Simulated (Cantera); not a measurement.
Cantera run:

```python
import numpy as np
import cantera as ct

gas_names = """
    O2 N2
""".split()
cond_names = """
    Zr(a) ZrN(s) ZrO2(a)
""".split()


# ... load() reads the species with a 1 bar reference pressure and builds the phases ...
species = {s.name: s for s in load("nasa_gas.yaml", gas_names) + load("nasa_condensed.yaml", cond_names)}
T = 650
g = {n: (s.thermo.h(T) - T * s.thermo.s(T)) / (ct.gas_constant * T * np.log(10)) for n, s in species.items()}
valid = cond_names  # the entries whose range holds T


def stable(la, lb):
    # potentials (over RT ln 10) of the two non-metals from log10 p(O2) and log10 p(N2) in bar
    mu = {}
    mu["O"] = (g["O2"] + la) / 2
    mu["N"] = (g["N2"] + lb) / 2
    cost = {}
    for n in valid:
        c = species[n].composition
        cost[n] = (g[n] - sum(c.get(e, 0) * m for e, m in mu.items())) / c["Zr"]
    return min(cost, key=cost.get)


results = []
for lb in [1, -2.3, -5.6, -8.9, -12.2, -15.5, -18.8, -22.1, -25.4, -28.7, -32]:
    row = [stable(la, lb) for la in [-69, -65.6, -62.1, -58.6, -55.2, -51.8, -48.3, -44.8, -41.4, -38, -34.5, -31, -27.6, -24.2, -20.7, -17.2, -13.8, -10.3, -6.9, -3.5, 0]]
    results.append(row)
    print(f"{lb:6.1f}  " + " ".join(f"{valid.index(n):x}" for n in row))
print("key: " + ", ".join(f"{i:x} {n}" for i, n in enumerate(valid)))
```

It prints:

```
   1.0  1 1 1 1 1 2 2 2 2 2 2 2 2 2 2 2 2 2 2 2 2
  -2.3  1 1 1 1 1 2 2 2 2 2 2 2 2 2 2 2 2 2 2 2 2
  -5.6  1 1 1 1 2 2 2 2 2 2 2 2 2 2 2 2 2 2 2 2 2
  -8.9  1 1 1 1 2 2 2 2 2 2 2 2 2 2 2 2 2 2 2 2 2
 -12.2  1 1 1 2 2 2 2 2 2 2 2 2 2 2 2 2 2 2 2 2 2
 -15.5  1 1 1 2 2 2 2 2 2 2 2 2 2 2 2 2 2 2 2 2 2
 -18.8  1 1 2 2 2 2 2 2 2 2 2 2 2 2 2 2 2 2 2 2 2
 -22.1  1 1 2 2 2 2 2 2 2 2 2 2 2 2 2 2 2 2 2 2 2
 -25.4  1 2 2 2 2 2 2 2 2 2 2 2 2 2 2 2 2 2 2 2 2
 -28.7  1 2 2 2 2 2 2 2 2 2 2 2 2 2 2 2 2 2 2 2 2
 -32.0  2 2 2 2 2 2 2 2 2 2 2 2 2 2 2 2 2 2 2 2 2
key: 0 Zr(a), 1 ZrN(s), 2 ZrO2(a)
```

Standard-state values (1 bar) from the NASA 1993 polynomials, evaluated with Cantera. ZrN: taken at fixed stoichiometry.
